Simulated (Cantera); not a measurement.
A closed system holds: 1 mol Si₃N₄, 0.42 mol H₂O, 540 mol N₂, at 0.430 Pa.

These are equilibrium values from Cantera (NASA tables, ideal gas, pure condensed phases), not measurements of a reactor. Candidate condensed phases: H₂O, Si, SiO₂, Si₂N₂O, Si₃N₄; 35 gas species. Mutual solubility and eutectic melting of coexisting phases are not modelled. Rates play no part.

x: gas mole fraction; n: condensed amount in mol.

```
T (K)   x N₂      x Si       x H        x H₂  n Si₂N₂O(s)  n Si₃N₄(s)  n Si(s)
-----  -----  --------  --------  ----------  -----------  ----------  -------
975    0.999    <1e-12   1.54e-8    0.000777        0.420       0.720        0
1075   0.999  3.46e-12   1.97e-7    0.000777        0.420       0.720        0
1175   0.999   2.59e-9   1.65e-6    0.000776        0.419       0.720        0
1275   0.999   6.81e-7   9.88e-6    0.000772        0.354       0.742        0
1375   0.998   7.88e-5   4.54e-5    0.000753            0       0.846        0
1475   0.997   0.00134  0.000164  (withheld)            0           0     1.84
1575   0.994   0.00470  0.000465  (withheld)            0           0        0
1675   0.993   0.00472  0.000956  (withheld)            0           0        0
1775   0.993   0.00472   0.00135  (withheld)            0           0        0
1875   0.993   0.00472   0.00149  (withheld)            0           0        0
1975   0.993   0.00472   0.00153  (withheld)            0           0        0
2075   0.993   0.00472   0.00154  (withheld)            0           0        0
2175   0.993   0.00472   0.00154  (withheld)            0           0        0
```

Question: Fill in the missing entries.

Answer: 
- 1475, x H₂: 0.000690
- 1575, x H₂: 0.000537
- 1675, x H₂: 0.000292
- 1775, x H₂: 9.37e-5
- 1875, x H₂: 2.23e-5
- 1975, x H₂: 5.36e-6
- 2075, x H₂: 1.43e-6
- 2175, x H₂: 4.27e-7
